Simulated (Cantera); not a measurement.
An isothermal, constant-pressure homogeneous reactor starts with 3.75 % CH4, 96.2 % H2, 0.0279 % N2, at 2548 K and 0.0133 bar.

Cantera simulation using GRI-Mech 3.0 (53 species, 325 reactions); the numbers are that mechanism's predictions, not measurements. GRI-Mech 3.0 stops at C3 and has no aromatics, soot or wall deposition, so with more carbon than oxygen in the feed, carbon stays in small species such as C2H2 where larger ones or solid carbon would form. Radical loss at walls, strong at low pressure, is not modelled.

One state of this run: x CH4 = 1.29e-6; x H2 = 0.750; x C2H6 = <1e-12; x H = 0.234; x C2H2 = 0.0154; x HCN = 0.000247. x: mole fraction; the columns are a selection and need not sum to one.

Problem. Which value of t (s) does it belong to?
A) 0.00260
B) 0.00868
C) 40.0
D) 0.0967

Solution. C, 40.0
